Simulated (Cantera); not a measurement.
Input: 1 mol Si2Cl6, 130 mol H2, at 1.30 bar.

These are equilibrium values from Cantera (NASA tables, ideal gas, pure condensed phases), not measurements of a reactor. Candidate condensed phases: Si; 19 gas species. The feed counts by its element totals alone. Equilibrium is a limit: real reactors are often held back by kinetics, nucleation or transport.

Task: What share of the Si ends up in condensed phases as a function of T (K), at 948, 998, 1048, 1098, 1148, 1198, 1248, 1298, 1348?

Result: 
| T (K) | Si condensed (%) | as |
|---|---|---|
| 948 | 16.3 | Si(s) |
| 998 | 19.7 | Si(s) |
| 1048 | 24.1 | Si(s) |
| 1098 | 29.6 | Si(s) |
| 1148 | 35.9 | Si(s) |
| 1198 | 42.7 | Si(s) |
| 1248 | 49.5 | Si(s) |
| 1298 | 55.5 | Si(s) |
| 1348 | 60.4 | Si(s) |
